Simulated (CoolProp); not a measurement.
Saturated liquid density (kg/m³) of sulfur dioxide: the reference equation beside estimates from Tc = 157.5 °C, pc = 7.887 MPa, ω = 0.256. Rackett uses Z = 0.29056 − 0.08775 ω.

Model: reference Helmholtz-energy equation of state, Gao 2016, in CoolProp.

```csv
T (°C),reference,Rackett,van der Waals,Peng-Robinson
17.65,1387,1367,822.4,1407
35.75,1336,1318,793.1,1353
53.75,1281,1265,761.4,1292
71.85,1222,1207,726.3,1222
89.85,1155,1143,687.1,1141
107.95,1078,1070,641.8,1043
126.05,981.2,981.6,587.0,921.5
144.05,844.1,858.2,512.9,754.4
```

Absolute difference from the reference over all 8 rows, mean and median: Rackett 1.1 and 1.2 %, van der Waals 40.4 and 40.5 %, Peng-Robinson 3.1 and 1.4 %.
